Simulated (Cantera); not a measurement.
Charge: 1 mol Al(CH3)3, 0.52 mol H2O, 130 mol N2, held at 1898.15 K and 16.5 Torr.

Cantera equilibrium calculation (NASA polynomials, part measured and part estimated; ideal gas, pure solids and liquids). Candidate condensed phases: Al, AlN, Al2O3, C, C6H6, C7H8, C8H18, H2O; 148 gas species. The feed counts by its element totals alone. Rates play no part.

Base state: N2 0.957, H2 0.0357, CO 0.00384, HCN 0.00178, H 0.000996, Al 0.000838, HNC 8.35e-5, C2H2 (acetylene) 1.34e-5 (mole fractions); condensed: AlN(s) + C(graphite).

**Question.** What changes in the equilibrium state with this change: H2O from 0.52 to 42 mol?

**Answer.** 
| species | before | after |
|---|---|---|
| N2 | 0.957 | 0.724 |
| H2O | <1e-9 | 0.201 |
| H2 | 0.0357 | 0.0573 |
| Al | 0.000838 | <1e-9 |
| CO2 | <1e-9 | 0.00759 |
| HCN | 0.00178 | <1e-9 |
| OH | <1e-9 | 0.000362 |
| HNC | 8.35e-5 | <1e-9 |
| AlN(s), mol | 0.885 | 0 |
| C(graphite), mol | 2.22 | 0 |
| Al2O3(s), mol | 0 | 0.500 |
